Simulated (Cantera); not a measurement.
Cantera run:

```python
import numpy as np
import cantera as ct

gas_names = """
    Br Br2 H HBr H2 N NH NH2 NH3 N2 N2H2 N2H4 Si SiBr SiBr2 SiBr3 SiBr4 SiH SiHBr3 SiH2 SiH2Br2 SiH3
    SiH3Br SiH4 SiN Si2 Si2N Si3
""".split()
cond_names = """
    Br2(cr) Br2(L) Si(cr) Si(L) Si3N4(a)
""".split()


# ... load() reads the species with a 1 bar reference pressure and builds the phases ...
atoms = {
    'Si': {'Si': 1},
    'HBr': {'H': 1, 'Br': 1},
    'N2': {'N': 2},
}
top_T = {'Si3N4(a)': 2400}  # K; cautious upper limits of use, not melting points


# ... equilibrate(T, P, feed) seeds the gas with the atoms and calls Mixture.equilibrate('TP', solver="vcs", rtol=1e-11, max_steps=5000) ...
results = []
feed = {'Si': 1, 'HBr': 14, 'N2': 0.28}  # mol
P = 6.4  # Pa
for T in [700, 775, 850, 925, 1000, 1075, 1150, 1225, 1300, 1375, 1450, 1525, 1600, 1675]:
    mix = equilibrate(T, P, feed)
    results.append((T, P, feed, dict(zip(mix.species_names, mix.species_moles))))
    x = sorted(zip(gas.X, gas.species_names), reverse=True)
    print(f"T = {T:g} K  P = {P:g} Pa  gas = {mix.phase_moles(0):.4g} mol")
    print("   x: " + "  ".join(f"{s} {v:.3e}" for v, s in x if v > 0.001))
    print("   condensed (mol): " + ("  ".join(f"{mix.phase(i).name} {mix.phase_moles(i):.4g}"
          for i in range(1, mix.n_phases) if mix.phase_moles(i) > 1e-12) or "none"))
```

It prints:

```
T = 700 K  P = 6.4 Pa  gas = 13.28 mol
   x: HBr 7.530e-01  H2 1.506e-01  SiBr4 7.530e-02  N2 2.108e-02
   condensed (mol): none
T = 775 K  P = 6.4 Pa  gas = 13.28 mol
   x: HBr 7.530e-01  H2 1.506e-01  SiBr4 7.529e-02  N2 2.108e-02
   condensed (mol): none
T = 850 K  P = 6.4 Pa  gas = 13.28 mol
   x: HBr 7.530e-01  H2 1.506e-01  SiBr4 7.527e-02  N2 2.108e-02
   condensed (mol): none
T = 925 K  P = 6.4 Pa  gas = 13.28 mol
   x: HBr 7.529e-01  H2 1.505e-01  SiBr4 7.510e-02  N2 2.108e-02
   condensed (mol): none
T = 1000 K  P = 6.4 Pa  gas = 13.3 mol
   x: HBr 7.532e-01  H2 1.496e-01  SiBr4 7.374e-02  N2 2.105e-02
   condensed (mol): none
T = 1075 K  P = 6.4 Pa  gas = 13.42 mol
   x: HBr 7.588e-01  H2 1.423e-01  SiBr4 6.514e-02  N2 2.087e-02  SiBr2 7.468e-03  Br 3.470e-03  SiBr3 1.840e-03
   condensed (mol): none
T = 1150 K  P = 6.4 Pa  gas = 13.78 mol
   x: HBr 7.747e-01  H2 1.207e-01  SiBr4 4.044e-02  SiBr2 2.849e-02  N2 2.032e-02  Br 1.171e-02  SiBr3 3.576e-03
   condensed (mol): none
T = 1225 K  P = 6.4 Pa  gas = 14.29 mol
   x: HBr 7.735e-01  H2 1.032e-01  SiBr2 5.178e-02  Br 3.362e-02  N2 1.960e-02  SiBr4 1.462e-02  SiBr3 3.558e-03
   condensed (mol): none
T = 1300 K  P = 6.4 Pa  gas = 14.76 mol
   x: HBr 7.307e-01  H2 1.088e-01  Br 7.364e-02  SiBr2 6.242e-02  N2 1.897e-02  SiBr4 3.142e-03  SiBr3 2.171e-03
   condensed (mol): none
T = 1375 K  P = 6.4 Pa  gas = 15.26 mol
   x: HBr 6.543e-01  H2 1.316e-01  Br 1.300e-01  SiBr2 6.393e-02  N2 1.835e-02  SiBr3 1.065e-03
   condensed (mol): none
T = 1450 K  P = 6.4 Pa  gas = 15.86 mol
   x: HBr 5.566e-01  Br 1.993e-01  H2 1.628e-01  SiBr2 6.243e-02  N2 1.766e-02
   condensed (mol): none
T = 1525 K  P = 6.4 Pa  gas = 16.56 mol
   x: HBr 4.499e-01  Br 2.744e-01  H2 1.970e-01  SiBr2 5.999e-02  N2 1.691e-02  H 1.313e-03
   condensed (mol): none
T = 1600 K  P = 6.4 Pa  gas = 17.31 mol
   x: Br 3.467e-01  HBr 3.467e-01  H2 2.293e-01  SiBr2 5.714e-02  N2 1.617e-02  H 3.254e-03
   condensed (mol): none
T = 1675 K  P = 6.4 Pa  gas = 18.07 mol
   x: Br 4.096e-01  HBr 2.569e-01  H2 2.553e-01  SiBr2 5.344e-02  N2 1.550e-02  H 7.334e-03  SiBr 1.360e-03
   condensed (mol): none
```

These are equilibrium values from Cantera (NASA tables, ideal gas, pure condensed phases), not measurements of a reactor. The tables' values for SiBr3, SiBr are old estimates; treat these amounts as uncertain.
